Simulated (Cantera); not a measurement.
# Silicon oxide and oxynitride deposition: SiCl₄ + O₃ + H₂

Charge: 1 mol SiCl₄, 0.63 mol O₃, 0.41 mol H₂, held at 133 Pa.

Method: chemical equilibrium by Gibbs-energy minimisation in Cantera with the NASA 1993 tables (ideal gas, pure condensed phases). Candidate condensed phases: H₂O, Si, SiO₂; 30 gas species. The tables' values for SiCl₃ are old estimates; treat these amounts as uncertain. The tables hold silica as quartz up to 1696 K and as liquid above; real silica turns to tridymite and cristobalite and melts near 1996 K. Rates play no part.

From 725 °C to 1325 °C the condensed part is SiO₂(β-quartz). The main Si-bearing gas is SiCl₄ throughout.

```csv
T (°C),x Cl,x Cl₂,x HCl,x SiCl₄,x SiCl₃,x SiCl₂,x SiO,x O₂,n SiO₂(β-quartz)
725,0.00814,0.622,0.347,0.0233,5.05e-10,<1e-12,<1e-12,6.06e-10,0.945
825,0.0314,0.603,0.343,0.0230,9.68e-9,<1e-12,<1e-12,8.54e-9,0.945
925,0.0942,0.552,0.332,0.0223,1.14e-7,5.15e-12,<1e-12,6.96e-8,0.945
1025,0.223,0.447,0.309,0.0207,9.35e-7,2.52e-10,5.87e-12,3.25e-7,0.945
1125,0.414,0.291,0.276,0.0185,6.07e-6,8.49e-9,7.30e-10,7.84e-7,0.945
1225,0.596,0.143,0.244,0.0164,3.54e-5,2.44e-7,6.58e-8,8.65e-7,0.945
1325,0.703,0.0559,0.226,0.0149,0.000196,6.39e-6,4.62e-6,4.93e-7,0.945
```
x: gas mole fraction; n: condensed amount in mol.
